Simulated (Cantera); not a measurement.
**Hydrocarbon pyrolysis for carbon deposition**

An isothermal, constant-pressure homogeneous reactor starts with 81.3 % C3H8, 18.7 % H2, at 1023 K and 0.540 Torr.

Cantera simulation using GRI-Mech 3.0 (53 species, 325 reactions); the numbers are that mechanism's predictions, not measurements. GRI-Mech 3.0 was tuned for natural gas; its chemistry of propane as a main component is partial and can be far from experiment. GRI-Mech 3.0 stops at C3 and has no aromatics, soot or wall deposition, so with more carbon than oxygen in the feed, carbon stays in small species such as C2H2 where larger ones or solid carbon would form. Radical loss at walls, strong at low pressure, is not modelled.

```csv
t (s),x C3H8,x H2,x C2H4,x C2H2,x C2H
3.00e-6,0.813,0.187,<1e-12,<1e-12,<1e-12
8.42e-6,0.813,0.187,1.08e-12,<1e-12,<1e-12
2.36e-5,0.813,0.187,8.76e-12,<1e-12,<1e-12
6.62e-5,0.813,0.187,7.64e-11,<1e-12,<1e-12
0.000186,0.813,0.187,7.95e-10,<1e-12,<1e-12
0.000521,0.813,0.187,9.43e-9,<1e-12,<1e-12
0.00146,0.813,0.187,9.70e-8,<1e-12,<1e-12
0.00410,0.813,0.187,8.46e-7,<1e-12,<1e-12
0.0115,0.813,0.187,6.82e-6,<1e-12,<1e-12
0.0323,0.813,0.187,5.24e-5,4.35e-11,<1e-12
0.0906,0.812,0.187,0.000384,4.32e-9,<1e-12
0.254,0.808,0.187,0.00263,2.84e-7,<1e-12
0.713,0.788,0.185,0.0137,8.70e-6,<1e-12
2.00,0.728,0.180,0.0466,0.000107,<1e-12
```
x: mole fraction; the columns are a selection and need not sum to one.

Equilibrium at this temperature and pressure: C3H8 6.34e-9, H2 0.462, C2H4 0.0313, C2H2 0.305, C2H 1.64e-12 (gas phase only).
